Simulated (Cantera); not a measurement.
A closed system holds: 1 mol toluene, 0.56 mol H₂, 0.33 mol N₂, held at 1 atm.

Cantera equilibrium calculation (NASA polynomials, part measured and part estimated; ideal gas, pure solids and liquids). Candidate condensed phases: C, C₆H₆, C₇H₈, C₈H₁₈; 92 gas species. Kinetics and transport are ignored.

Q: At 1227 °C, list the 4 most abundant gas species with their mole fractions, and the condensed phases.

A: H₂ 0.930, N₂ 0.0675, CH₄ 0.00225, HCN 0.000265. Condensed: C(graphite).
